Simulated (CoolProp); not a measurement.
Aqueous lithium chloride as a coolant, at -14 °C, 1 atm.

Computed with CoolProp (Melinder's fits for secondary coolants).

| mass % | freezing point (°C) | Prandtl number | density (kg/m³) | conductivity (W/(m K)) | viscosity (mPa s) |
|---|---|---|---|---|---|
| 11.7 | ? | ? | 1071 | 0.519 | 4.28 |
| 13.8 | -20.4 | 30.3 | ? | ? | ? |
| 15.9 | -26.9 | 31.8 | 1097 | 0.512 | 5.00 |
| 18.1 | -35.3 | 33.7 | 1111 | ? | 5.44 |
| 20.2 | -44.8 | ? | 1124 | ? | 5.93 |

Q: Fill in the missing entries.

A: 
- 11.7, freezing point (°C): -15.4
- 11.7, Prandtl number: 28.9
- 13.8, density (kg/m³): 1084
- 13.8, conductivity (W/(m K)): 0.515
- 13.8, viscosity (mPa s): 4.62
- 18.1, conductivity (W/(m K)): 0.508
- 20.2, Prandtl number: 35.8
- 20.2, conductivity (W/(m K)): 0.505
